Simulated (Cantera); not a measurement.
What does this Cantera script print?

```python
import numpy as np
import cantera as ct

gas_names = [...]  # 136 gases of nasa_gas.yaml made of C, H, N, O
cond_names = """
    C(gr) C6H6(L) C7H8(L) C8H18(L),n-octa H2O(s) H2O(L)
""".split()


# ... load() reads the species with a 1 bar reference pressure and builds the phases ...
atoms = {
    'C3H6': {'C': 3, 'H': 6},
    'H2O': {'H': 2, 'O': 1},
    'N2': {'N': 2},
    'CO2': {'C': 1, 'O': 2},
}
top_T = {'C(gr)': 4500}  # K; cautious upper limits of use, not melting points


# ... equilibrate(T, P, feed) seeds the gas with the atoms and calls Mixture.equilibrate('TP', solver="vcs", rtol=1e-11, max_steps=5000) ...
results = []
feed = {'C3H6': 1, 'H2O': 0.06, 'N2': 0.25, 'CO2': 0.25}  # mol
P = 3700000  # Pa
for T in [1175, 1325, 1475, 1625, 1775, 1925, 2075]:
    mix = equilibrate(T, P, feed)
    results.append((T, P, feed, dict(zip(mix.species_names, mix.species_moles))))

top = {s: max(r[3][s] / sum(r[3][g] for g in gas_names) for r in results) for s in gas_names}
cols = sorted((s for s in top if top[s] > 0.001), key=lambda s: -top[s])[:6]
seen = [c for c in cond_names if any(r[3].get(c, 0) > 1e-12 for r in results)]
print("log10 of partial pressures in bar; condensed amounts in mol")
print(f"{'T/K':>10s}" + "".join(f"{s[:9]:>10s}" for s in cols + seen))
for T, P, feed, n in results:
    ng = sum(n[g] for g in gas_names)
    print(f"{T:10.4g}" + "".join(f"{np.log10(max(n[s] / ng * P / 1e5, 1e-99)):10.3f}" for s in cols)
          + "".join(f"{n.get(c, 0):10.4g}" for c in seen))
```

It prints:

```
log10 of partial pressures in bar; condensed amounts in mol
       T/K        H2       CH4        CO        N2       H2O       CO2     C(gr)
      1175     1.298     0.878     0.561     0.484     0.399    -0.445     2.308
      1325     1.386     0.599     0.699     0.431    -0.058    -1.015     2.413
      1475     1.426     0.316     0.729     0.404    -0.530    -1.622     2.517
      1625     1.445     0.057     0.733     0.390    -0.948    -2.152     2.584
      1775     1.453    -0.171     0.733     0.382    -1.304    -2.595      2.62
      1925     1.457    -0.368     0.732     0.375    -1.607    -2.966     2.635
      2075     1.459    -0.538     0.731     0.366    -1.866    -3.280     2.635
```

Cantera equilibrium calculation (NASA polynomials, part measured and part estimated; ideal gas, pure solids and liquids). The ideal-gas law is rough above about 30 bar.
